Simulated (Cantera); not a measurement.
Feed: 1 mol SiCl₄, 0.012 mol C₂H₂, 6.6 mol H₂, equilibrated at 293 Torr.

Points: T (K) = 2150, 2200, 2250, 2300, 2350, 2400, 2450, 2500, 2550, 2600.

Cantera's Mixture.equilibrate('TP', solver="vcs", rtol=1e-11, max_steps=5000) on the NASA tables stopped like this:

```
ERROR: FAILURE its = 5001!

*******************************************************************************
CanteraError thrown by MultiPhase::equilibrate:
VCS solver failed. Return code: -1
*******************************************************************************
```

Question: What got this run through?

Answer: One answer among several that fit: The failure is numerical, not chemical. The same input converged with solver="gibbs", rtol=1e-10, max_steps=50000, and the result passed a check of the equilibrium conditions:
```
log10 of partial pressures in bar; condensed amounts in mol
       T/K        H2       HCL     SiCL2         H        CL        Si    SiC(b)
      2150    -0.599    -1.038    -1.373    -2.675    -3.249    -3.852    0.0233
      2200    -0.601    -1.037    -1.375    -2.550    -3.124    -3.620   0.02281
      2250    -0.603    -1.036    -1.379    -2.431    -3.004    -3.402   0.02195
      2300    -0.606    -1.034    -1.385    -2.317    -2.888    -3.197   0.02046
      2350    -0.610    -1.032    -1.393    -2.209    -2.776    -3.005    0.0179
      2400    -0.615    -1.029    -1.405    -2.106    -2.667    -2.828   0.01348
      2450    -0.621    -1.026    -1.420    -2.007    -2.561    -2.665  0.005837
      2500    -0.628    -1.021    -1.440    -1.914    -2.457    -2.518         0
      2550    -0.637    -1.015    -1.465    -1.824    -2.355    -2.389         0
      2600    -0.647    -1.008    -1.496    -1.739    -2.255    -2.272         0
```

The gas is ideal and each condensed phase is pure. The tables' values for SiCl, SiCl3 are old estimates; treat these amounts as uncertain. Gases not in the tables: Si2H6 and higher silanes.
